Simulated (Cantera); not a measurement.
Thermodynamics of hydrogen reduction and annealing atmospheres, feed PbO + H2 + N2

Charge: 1 mol PbO, 850 mol H2, 1.4 mol N2, equilibrated at 2200 K and 0.000360 bar.

Method: chemical equilibrium by Gibbs-energy minimisation in Cantera with the NASA 1993 tables (ideal gas, pure condensed phases). Candidate condensed phases: H2O, Pb, PbO, PbO2, Pb3O4; 27 gas species. Rates play no part.

```yaml
x(H2): 0.741
x(H): 0.256
x(N2): 0.00143
x(Pb): 0.00102
x(H2O): 0.000965
x(OH): 4.65e-5
x(O): 1.12e-5
gas_amount: 977.3 mol
log10 activity of Pb(l) (absent): -6.81
```
